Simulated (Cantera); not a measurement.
Feed: 1 mol B, 2.4 mol O2, 0.28 mol NH3, equilibrated at 2023 K and 12.0 Pa.

Equilibrium computed with Cantera from the NASA thermochemical tables; the gas is ideal and each condensed phase is pure. Candidate condensed phases: B, BN, B2O3, B3O3H3, H2O; 39 gas species. The numbers say what is thermodynamically allowed, not how fast it happens.

Base state: O2 0.494, HBO2 0.175, BO2 0.0775, B2O3 0.0609, H2O 0.0541, O 0.0511, N2 0.0511, OH 0.0199 (mole fractions); condensed: gas only.

### Question
What changes in the equilibrium state with this change: temperature from 2023 K to 798.15 K?

### Answer
```csv
species,before,after
O2,0.494,0.720
H2O,0.0541,0.210
N2,0.0511,0.0700
HBO2,0.175,5.14e-6
BO2,0.0775,<1e-9
B2O3,0.0609,<1e-9
O,0.0511,<1e-9
OH,0.0199,1.55e-8
(HBO2)3,<1e-9,9.92e-5
H,0.00851,<1e-9
H2,0.00241,<1e-9
"B2O3(l), mol",0,0.500
```
